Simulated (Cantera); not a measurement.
Input (Python, Cantera) and output of one run.

```python
import numpy as np
import cantera as ct

gas_names = """
    H HO2 H2 H2O H2O2 O OH O2 O3 V VO VO2
""".split()
cond_names = """
    H2O(s) H2O(L) V(cr) V(L) VO(s) VO(L) V2O3(s) V2O3(L) V2O4(I) V2O4(II) V2O4(L) V2O5(s) V2O5(L)
""".split()


def load(file, names, dense=False):
    # The tables refer to 1 bar. Condensed volumes are neglected.
    table = {s.name: s for s in ct.Species.list_from_file(file)}
    out = []
    for n in names:
        d = dict(table[n].input_data)
        d["thermo"] = dict(d["thermo"], **{"reference-pressure": 1e5})
        if dense:
            d["equation-of-state"] = {"model": "constant-volume", "density": "1e6 g/cm^3"}
        out.append(ct.Species.from_dict(d))
    return out


gas = ct.Solution(thermo="ideal-gas", species=load("nasa_gas.yaml", gas_names))
cond = {s.name: ct.Solution(thermo="fixed-stoichiometry", species=[s], name=s.name)
        for s in load("nasa_condensed.yaml", cond_names, dense=True)}
atoms = {
    'V2O3': {'V': 2, 'O': 3},
    'H2': {'H': 2},
    'H2O': {'H': 2, 'O': 1},
}
top_T = {}  # K; cautious upper limits of use, not melting points


def equilibrate(T, P, feed):
    n = {}
    for name, mol in feed.items():
        for a, k in atoms[name].items():
            n[a] = n.get(a, 0.0) + k * mol
    gas.TPX = T, P, n
    mass = sum(n.values()) * gas.mean_molecular_weight
    gas.equilibrate("TP")
    valid = [c for c in cond.values() if c.min_temp <= T <= top_T.get(c.name, c.max_temp)]
    mix = ct.Mixture([(gas, mass / gas.mean_molecular_weight)] + [(c, 0.0) for c in valid])
    mix.T, mix.P = T, P
    mix.equilibrate("TP", solver="vcs", rtol=1e-11, max_steps=5000)
    return mix


results = []
feed = {'V2O3': 1, 'H2': 3.3, 'H2O': 3.7}  # mol
P = 10000  # Pa
for T in [1048, 1148, 1248, 1348, 1448, 1548, 1648, 1748, 1848, 1948, 2048]:
    mix = equilibrate(T, P, feed)
    results.append((T, P, feed, dict(zip(mix.species_names, mix.species_moles))))

top = {s: max(r[3][s] / sum(r[3][g] for g in gas_names) for r in results) for s in gas_names}
cols = sorted((s for s in top if top[s] > 0.001), key=lambda s: -top[s])[:8]
seen = [c for c in cond_names if any(r[3].get(c, 0) > 1e-12 for r in results)]
print("log10 of partial pressures in bar; condensed amounts in mol")
print(f"{'T/K':>10s}" + "".join(f"{s[:9]:>10s}" for s in cols + seen))
for T, P, feed, n in results:
    ng = sum(n[g] for g in gas_names)
    print(f"{T:10.4g}" + "".join(f"{np.log10(max(n[s] / ng * P / 1e5, 1e-99)):10.3f}" for s in cols)
          + "".join(f"{n.get(c, 0):10.4g}" for c in seen))
```

It prints:

```
log10 of partial pressures in bar; condensed amounts in mol
       T/K       H2O        H2         H       VO2   V2O3(s)
      1048    -1.277    -1.327    -8.775   -15.403         1
      1148    -1.277    -1.327    -7.808   -13.297         1
      1248    -1.277    -1.327    -6.994   -11.537         1
      1348    -1.277    -1.327    -6.299   -10.044         1
      1448    -1.277    -1.327    -5.699    -8.765         1
      1548    -1.277    -1.327    -5.175    -7.657         1
      1648    -1.277    -1.327    -4.714    -6.689         1
      1748    -1.277    -1.327    -4.305    -5.837    0.9999
      1848    -1.277    -1.327    -3.939    -5.082    0.9997
      1948    -1.278    -1.328    -3.611    -4.410    0.9986
      2048    -1.280    -1.330    -3.315    -3.808    0.9945
```

Equilibrium computed with Cantera from the NASA thermochemical tables; the gas is ideal and each condensed phase is pure. Condensed phases not in the tables: the oxides between V2O3 and V2O5 other than VO2.
